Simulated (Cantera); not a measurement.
**Thermodynamics of halide evaporation, hydrolysis and transport, feed CsCl + HF + H2**

Input: 1 mol CsCl, 4 mol HF, 7 mol H2, at 0.140 Pa.

These are equilibrium values from Cantera (NASA tables, ideal gas, pure condensed phases), not measurements of a reactor. Candidate condensed phases: Cs, CsCl, CsF; 22 gas species. The numbers say what is thermodynamically allowed, not how fast it happens.

```csv
T (K),log p H2,log p HF,log p CsCl,log p H,log p HCl,log p Cs,n CsCl(s)
650,-6.05,-6.29,-8.41,<-17,-9.92,-17.43,0.954
750,-6.09,-6.33,-7.00,-15.54,-8.89,-14.66,0
850,-6.09,-6.33,-6.95,-13.73,-8.60,-13.07,0
950,-6.09,-6.33,-6.95,-12.30,-8.40,-11.83,0
1050,-6.09,-6.34,-6.96,-11.13,-8.23,-10.83,0
1150,-6.09,-6.34,-6.96,-10.17,-8.10,-10.01,0
1250,-6.09,-6.34,-6.97,-9.36,-7.98,-9.33,0
1350,-6.09,-6.34,-6.99,-8.67,-7.87,-8.76,0
1450,-6.09,-6.35,-7.01,-8.07,-7.75,-8.31,0
1550,-6.10,-6.35,-7.04,-7.55,-7.63,-7.95,0
1650,-6.13,-6.36,-7.10,-7.11,-7.52,-7.67,0
```
log p: log10 of the partial pressure in bar; n: condensed amount in mol.

At 650 K the condensed part is CsCl(s). From 750 K to 1650 K nothing is condensed. The main Cs-bearing gas is CsCl throughout.
